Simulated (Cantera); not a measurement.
An adiabatic, constant-volume homogeneous reactor starts with 5.43 % CH4, 0.337 % C2H6, 18.8 % O2, 70.6 % N2, 4.78 % H2O, at 1650 K and 1.01 bar.

Cantera simulation using GRI-Mech 3.0 (53 species, 325 reactions); the numbers are that mechanism's predictions, not measurements.

x: mole fraction; the columns are a selection and need not sum to one.

```csv
t (s),T (K),P (bar),x CH4,x C2H6,x O2,x CH2,x CH2CO,x CH3,x HCO
1.00e-6,1650,1.01,0.0543,0.00335,0.188,1.04e-10,<1e-12,4.30e-5,9.06e-12
4.44e-6,1649,1.01,0.0543,0.00327,0.188,2.98e-9,2.68e-10,0.000191,4.40e-10
1.97e-5,1647,1.01,0.0540,0.00293,0.188,8.72e-8,2.59e-7,0.000818,4.80e-8
8.77e-5,[?],1.14,[?],[?],[?],[?],[?],[?],[?]
0.000390,2741,1.73,<1e-12,<1e-12,0.0669,<1e-12,<1e-12,<1e-12,1.18e-8
0.00173,2730,1.72,<1e-12,<1e-12,0.0630,<1e-12,<1e-12,<1e-12,1.12e-8
0.00770,2723,1.71,<1e-12,<1e-12,0.0607,<1e-12,<1e-12,<1e-12,1.09e-8
0.0342,2723,1.71,<1e-12,<1e-12,0.0607,<1e-12,<1e-12,<1e-12,1.09e-8
0.152,2723,1.71,<1e-12,<1e-12,0.0607,<1e-12,<1e-12,<1e-12,1.09e-8
0.675,2723,1.71,<1e-12,<1e-12,0.0607,<1e-12,<1e-12,<1e-12,1.09e-8
3.00,2723,1.71,<1e-12,<1e-12,0.0607,<1e-12,<1e-12,<1e-12,1.09e-8
```

Problem. What belongs in the gaps?

Solution. 
- 8.77e-5, T (K): 1828
- 8.77e-5, x CH4: 0.0306
- 8.77e-5, x C2H6: 0.000692
- 8.77e-5, x O2: 0.163
- 8.77e-5, x CH2: 1.54e-5
- 8.77e-5, x CH2CO: 0.000584
- 8.77e-5, x CH3: 0.00371
- 8.77e-5, x HCO: 3.32e-5
